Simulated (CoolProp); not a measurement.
Vapour pressure (bar) of n-decane: the reference equation beside estimates from Tc = 617.7 K, pc = 21.01 bar, ω = 0.488.

Computed with CoolProp (reference Helmholtz-energy equation of state, Lemmon 2006). It is a short technical equation, of lower accuracy than the large ones.

```
T (K)  reference  van der Waals  Peng-Robinson
-----  ---------  -------------  -------------
286.1        ___         0.3414      0.0008875
311.8        ___            ___       0.004949
337.4    0.01902          1.038            ___
363      0.06298          1.617        0.06524
388.7     0.1724          2.390         0.1758
414.3     0.4035          3.375         0.4077
439.9        ___          4.596         0.8417
465.6      1.580          6.081            ___
491.2      2.751          7.835          2.765
516.8      4.499          9.879          4.533
```

**Question.** Some entries are withheld; supply them.

**Answer.** 
- 286.1, reference: 0.0007550
- 311.8, reference: 0.004477
- 311.8, van der Waals: 0.6226
- 337.4, Peng-Robinson: 0.02021
- 439.9, reference: 0.8369
- 465.6, Peng-Robinson: 1.586

Absolute difference from the reference over all 10 rows, mean and median: van der Waals 6981.1 and 1011.4 %, Peng-Robinson 4.3 and 1.5 %.
